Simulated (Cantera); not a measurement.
Cantera run, input and output.

```python
import numpy as np
import cantera as ct

gas = ct.Solution("gri30.yaml")
gas.TPX = 1425, 910000, {'C2H4': 1, 'O2': 4.11, 'N2': 15.5, 'CO2': 1.2, 'H2': 0.13}
reactor = ct.IdealGasReactor(gas, energy="on", clone=False)
net = ct.ReactorNet([reactor])
net.rtol, net.atol = 1e-08, 1e-16
show = ['C2H4', 'O2', 'CO2', 'OH', 'N2O']
times = np.geomspace(3e-06, 0.3, 10)

steps = ct.SolutionArray(gas, extra=["t"])
rows = []
print(f"{'t/s':>10s}{'T/K':>9s}{'P/Pa':>11s}" + "".join(f"{s:>11s}" for s in show))
for t in times:
    while net.time < t:
        t_next = net.step()
        steps.append(gas.state, t=t_next)
    rows.append([np.interp(t, steps.t, y) for y in (steps.T, steps.P, *steps(*show).X.T)])
    print(f"{t:10.3e}{rows[-1][0]:9.1f}{rows[-1][1]:11.4g}" + "".join(f"{x:11.3e}" for x in rows[-1][2:]))
rate = np.gradient(steps.T, steps.t)
print("integrator steps:", len(steps.t))
if steps.T.max() > steps.T[0] + 200:
    print(f"time of steepest temperature rise: {steps.t[rate.argmax()]:.4e} s")
gas.TPX = 1425, 910000, {'C2H4': 1, 'O2': 4.11, 'N2': 15.5, 'CO2': 1.2, 'H2': 0.13}
gas.equilibrate("UV")
print(f"equilibrium (UV): T = {gas.T:.1f} K  " + "  ".join(f"{s} {gas[s].X[0]:.3e}" for s in show))
```

Output:

```
       t/s      T/K       P/Pa       C2H4         O2        CO2         OH        N2O
 3.000e-06   1425.0    9.1e+05  4.557e-02  1.873e-01  5.469e-02  1.153e-07  5.638e-12
 1.078e-05   2693.1  1.782e+06  8.317e-20  6.446e-02  9.317e-02  1.640e-02  2.946e-06
 3.875e-05   2923.4  1.904e+06  4.600e-23  5.472e-02  1.148e-01  1.411e-02  4.042e-06
 1.392e-04   2909.1  1.894e+06  4.410e-23  5.058e-02  1.152e-01  1.344e-02  4.120e-06
 5.004e-04   2899.4  1.887e+06  4.287e-23  4.784e-02  1.154e-01  1.299e-02  4.261e-06
 1.798e-03   2899.0  1.887e+06  4.282e-23  4.772e-02  1.154e-01  1.297e-02  4.268e-06
 6.463e-03   2899.0  1.887e+06  4.282e-23  4.772e-02  1.154e-01  1.297e-02  4.268e-06
 2.323e-02   2899.0  1.887e+06  4.282e-23  4.772e-02  1.154e-01  1.297e-02  4.268e-06
 8.348e-02   2899.0  1.887e+06  4.282e-23  4.772e-02  1.154e-01  1.297e-02  4.268e-06
 3.000e-01   2899.0  1.887e+06  4.282e-23  4.772e-02  1.154e-01  1.297e-02  4.268e-06
integrator steps: 1661
time of steepest temperature rise: 9.2767e-06 s
equilibrium (UV): T = 2899.0 K  C2H4 4.941e-23  O2 4.772e-02  CO2 1.154e-01  OH 1.297e-02  N2O 4.268e-06
```

Computed with Cantera and GRI-Mech 3.0 (53 species, 325 reactions). GRI-Mech 3.0 was tuned for natural gas; its chemistry of ethylene as a main component is partial and can be far from experiment.
